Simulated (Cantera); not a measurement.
A closed system holds: 1 mol Fe₃O₄, 1.3 mol C, 2.9 mol N₂, held at 15000 Pa.

Equilibrium computed with Cantera from the NASA thermochemical tables; the gas is ideal and each condensed phase is pure. Candidate condensed phases: C, Fe, Fe(CO)₅, FeO, Fe₂O₃, Fe₃O₄; 27 gas species. Each liquid is taken as pure. Mutual solubility and eutectic melting of coexisting phases are not modelled. The tables' stoichiometric FeO is somewhat more stable than real wüstite, so its field is too wide. FeO: taken at fixed stoichiometry. The numbers say what is thermodynamically allowed, not how fast it happens.

Task: At 1652 °C, list the 4 most abundant gas species with their mole fractions, and the condensed phases.

Result: N₂ 0.690, CO 0.279, CO₂ 0.0301, Fe 0.00101. Condensed: Fe(l) + FeO(l).
